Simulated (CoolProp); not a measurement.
A single-stage vapour-compression cycle with R143a: evaporating at 194.15 K (dew point), condensing at 244.15 K (bubble point), superheat 5 K, subcooling 0 K, compressor efficiency 0.7, no pressure losses. Each further row changes one setting.

The numbers come from the reference Helmholtz-energy equation of state, Lemmon and Jacobsen 2000 in CoolProp.

```tsv
case	cooling COP	pressure ratio	discharge temperature (K)	refrigerating effect (kJ/kg)	volumetric capacity (kJ/m³)
as stated	2.20	13.3	304.0	185	161
evaporating temperature 199.15 K	2.56	9.58	296.2	189	222
condensing temperature 239.15 K	2.50	10.8	295.4	192	166
subcooling 5 K	2.28	13.3	304.0	192	166
superheat 15 K	2.18	13.3	315.7	193	159
compressor efficiency 0.6	1.88	13.3	318.2	185	161
```
